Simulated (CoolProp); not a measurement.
Vapour-liquid equilibrium of dimethyl ether (1) + isobutane (2) at -59.55 °C; x and y are mole fractions of (1).

Computed with CoolProp (multi-fluid Helmholtz-energy mixture model, Wu 2011 and Bücker 2006; pair parameters Bell 2016).

```json
[
 {"x": "0.05", "bubble pressure (MPa)": "0.01079", "y at the bubble point": "0.158", "dew pressure at overall composition x (MPa)": "0.009900", "liquid density (mol/L)": "11.28"},
 {"x": "0.125", "bubble pressure (MPa)": "0.01232", "y at the bubble point": "0.314", "dew pressure at overall composition x (MPa)": "0.01050", "liquid density (mol/L)": "11.59"},
 {"x": "0.2", "bubble pressure (MPa)": "0.01352", "y at the bubble point": "…", "dew pressure at overall composition x (MPa)": "0.01117", "liquid density (mol/L)": "11.91"},
 {"x": "0.275", "bubble pressure (MPa)": "0.01446", "y at the bubble point": "0.492", "dew pressure at overall composition x (MPa)": "0.01191", "liquid density (mol/L)": "12.25"},
 {"x": "0.35", "bubble pressure (MPa)": "0.01520", "y at the bubble point": "…", "dew pressure at overall composition x (MPa)": "0.01273", "liquid density (mol/L)": "…"},
 {"x": "0.425", "bubble pressure (MPa)": "0.01578", "y at the bubble point": "0.599", "dew pressure at overall composition x (MPa)": "0.01362", "liquid density (mol/L)": "13.00"},
 {"x": "0.5", "bubble pressure (MPa)": "0.01623", "y at the bubble point": "0.641", "dew pressure at overall composition x (MPa)": "0.01456", "liquid density (mol/L)": "13.41"},
 {"x": "0.575", "bubble pressure (MPa)": "…", "y at the bubble point": "0.680", "dew pressure at overall composition x (MPa)": "0.01550", "liquid density (mol/L)": "…"},
 {"x": "0.65", "bubble pressure (MPa)": "0.01687", "y at the bubble point": "0.719", "dew pressure at overall composition x (MPa)": "…", "liquid density (mol/L)": "14.32"},
 {"x": "0.725", "bubble pressure (MPa)": "0.01706", "y at the bubble point": "0.761", "dew pressure at overall composition x (MPa)": "0.01690", "liquid density (mol/L)": "14.81"},
 {"x": "0.8", "bubble pressure (MPa)": "…", "y at the bubble point": "0.808", "dew pressure at overall composition x (MPa)": "0.01715", "liquid density (mol/L)": "15.35"},
 {"x": "0.875", "bubble pressure (MPa)": "0.01714", "y at the bubble point": "0.865", "dew pressure at overall composition x (MPa)": "0.01713", "liquid density (mol/L)": "15.92"},
 {"x": "0.95", "bubble pressure (MPa)": "0.01695", "y at the bubble point": "0.938", "dew pressure at overall composition x (MPa)": "…", "liquid density (mol/L)": "16.53"}
]
```

Problem. Complete the blanks.

Solution. 
- 0.2, y at the bubble point: 0.417
- 0.35, y at the bubble point: 0.550
- 0.35, liquid density (mol/L): 12.62
- 0.575, bubble pressure (MPa): 0.01659
- 0.575, liquid density (mol/L): 13.85
- 0.65, dew pressure at overall composition x (MPa): 0.01632
- 0.8, bubble pressure (MPa): 0.01716
- 0.95, dew pressure at overall composition x (MPa): 0.01691

y crosses x between x = 0.8 and 0.875: the model has an azeotrope there.

Pair parameters are fitted to limited data, so mixtures are less certain than the pure fluids.
